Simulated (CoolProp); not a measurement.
A Linde-Hampson liquefier for CF4 (R14): isothermal reversible compression at 280 K from 1 atm to 25 MPa, throttling to 1 atm, return gas leaving the recuperator 0 K below the feed. Each further row changes one setting.

Model: reference Helmholtz-energy equation of state, Platzer 1990, in CoolProp. This equation is an older, rougher fit; its heat capacities, sound speeds and derivatives of the liquid may be far off and weren't checked against measurements.

```csv
case,liquid yield per pass,compression work (kJ/kg of gas)
as stated,0.341,126
high pressure 50 MPa,___,___
warm-end temperature 310 K,___,___
warm-end gap 5 K,___,126
```

Complete the blanks.


- high pressure 50 MPa, liquid yield per pass: 0.334
- high pressure 50 MPa, compression work (kJ/kg of gas): 148
- warm-end temperature 310 K, liquid yield per pass: 0.263
- warm-end temperature 310 K, compression work (kJ/kg of gas): 147
- warm-end gap 5 K, liquid yield per pass: 0.330
